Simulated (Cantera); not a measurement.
Input (Python, Cantera) and output of one run.

```python
import numpy as np
import cantera as ct

gas_names = """
    H HO2 H2 H2O H2O2 O OH O2 O3 Si SiH SiH2 SiH3 SiH4 SiO SiO2 Si2 Si3
""".split()
cond_names = """
    H2O(s) H2O(L) Si(cr) Si(L) SiO2(Lqz) SiO2(hqz) SiO2(L)
""".split()


def load(file, names, dense=False):
    # The tables refer to 1 bar. Condensed volumes are neglected.
    table = {s.name: s for s in ct.Species.list_from_file(file)}
    out = []
    for n in names:
        d = dict(table[n].input_data)
        d["thermo"] = dict(d["thermo"], **{"reference-pressure": 1e5})
        if dense:
            d["equation-of-state"] = {"model": "constant-volume", "density": "1e6 g/cm^3"}
        out.append(ct.Species.from_dict(d))
    return out


gas = ct.Solution(thermo="ideal-gas", species=load("nasa_gas.yaml", gas_names))
cond = {s.name: ct.Solution(thermo="fixed-stoichiometry", species=[s], name=s.name)
        for s in load("nasa_condensed.yaml", cond_names, dense=True)}
atoms = {
    'SiH4': {'Si': 1, 'H': 4},
    'O2': {'O': 2},
}
top_T = {}  # K; cautious upper limits of use, not melting points


def equilibrate(T, P, feed):
    n = {}
    for name, mol in feed.items():
        for a, k in atoms[name].items():
            n[a] = n.get(a, 0.0) + k * mol
    gas.TPX = T, P, n
    mass = sum(n.values()) * gas.mean_molecular_weight
    gas.equilibrate("TP")
    valid = [c for c in cond.values() if c.min_temp <= T <= top_T.get(c.name, c.max_temp)]
    mix = ct.Mixture([(gas, mass / gas.mean_molecular_weight)] + [(c, 0.0) for c in valid])
    mix.T, mix.P = T, P
    mix.equilibrate("TP", solver="vcs", rtol=1e-11, max_steps=5000)
    return mix


results = []
feed = {'SiH4': 1, 'O2': 0.11}  # mol
P = 13332.2  # Pa
for T in [500, 700, 900, 1100, 1300, 1500, 1700, 1900, 2100]:
    mix = equilibrate(T, P, feed)
    results.append((T, P, feed, dict(zip(mix.species_names, mix.species_moles))))

top = {s: max(r[3][s] / sum(r[3][g] for g in gas_names) for r in results) for s in gas_names}
cols = sorted((s for s in top if top[s] > 1e-06), key=lambda s: -top[s])[:9]
seen = [c for c in cond_names if any(r[3].get(c, 0) > 1e-12 for r in results)]
print("log10 of partial pressures in bar; condensed amounts in mol")
print(f"{'T/K':>10s}" + "".join(f"{s[:9]:>10s}" for s in cols + seen))
for T, P, feed, n in results:
    ng = sum(n[g] for g in gas_names)
    print(f"{T:10.4g}" + "".join(f"{np.log10(max(n[s] / ng * P / 1e5, 1e-99)):10.3f}" for s in cols)
          + "".join(f"{n.get(c, 0):10.4g}" for c in seen))
```

Output:

```
log10 of partial pressures in bar; condensed amounts in mol
       T/K        H2       SiO         H        Si       SiH      SiH2       H2O       Si2       Si3    Si(cr)     Si(L) SiO2(Lqz) SiO2(hqz)   SiO2(L)
       500    -0.875   -27.639   -20.595   -39.215   -33.873   -23.548   -20.800   -51.635   -55.436      0.89         0      0.11         0         0
       700    -0.875   -17.109   -14.035   -25.795   -22.690   -16.314   -14.520   -34.099   -36.540      0.89         0      0.11         0         0
       900    -0.875   -11.302   -10.370   -18.352   -16.505   -12.305   -11.078   -24.387   -26.090      0.89         0         0      0.11         0
      1100    -0.875    -7.637    -8.025   -13.626   -12.584    -9.756    -8.916   -18.226   -19.477      0.89         0         0      0.11         0
      1300    -0.875    -5.118    -6.394   -10.364    -9.882    -7.992    -7.434   -13.975   -14.927    0.8899         0         0    0.1099         0
      1500    -0.877    -3.286    -5.193    -7.978    -7.910    -6.701    -6.357   -10.871   -11.613    0.8861         0         0    0.1061         0
      1700    -0.918    -1.901    -4.291    -6.168    -6.438    -5.766    -5.576    -8.527    -9.125         0    0.7859         0         0  0.005871
      1900    -0.921    -1.880    -3.561    -4.899    -5.422    -5.156    -5.843    -6.994    -7.641         0    0.7796         0         0         0
      2100    -0.925    -1.881    -2.969    -3.875    -4.603    -4.664    -6.074    -5.760    -6.449         0    0.7769         0         0         0
```

These are equilibrium values from Cantera (NASA tables, ideal gas, pure condensed phases), not measurements of a reactor. Each liquid is taken as pure. Mutual solubility and eutectic melting of coexisting phases are not modelled. The tables hold silica as quartz up to 1696 K and as liquid above; real silica turns to tridymite and cristobalite and melts near 1996 K. Gases not in the tables: Si2H6 and higher silanes.
